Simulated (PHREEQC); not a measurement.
A solution holds 0.00098 mol NH4HS, 0.1 mol NaCl and 0.2 mol MnCl2 per kg of water, at 93 °C. Closed to the air; pH follows from the charge balance.

The numbers come from PHREEQC with the ion-association model, wateq4f.dat.

This is a speciation only: nothing precipitates in the calculation.

Problem. Order these Mn species by the share of Mn that they hold, largest first: MnCl+, MnOH+, MnCl3-, MnCl2, Mn+2.

Solution. Mn+2 (74 %), MnCl+ (24 %), MnCl2 (1.6 %), MnCl3- (0.20 %), MnOH+ (0.15 %)

The pH is 6.46 and the ionic strength 0.592 mol/kgw. At this temperature some constants are extrapolated from 25 °C, and those without enthalpy data are left unchanged. The polysulfide entries of wateq4f.dat were taken out for this run.
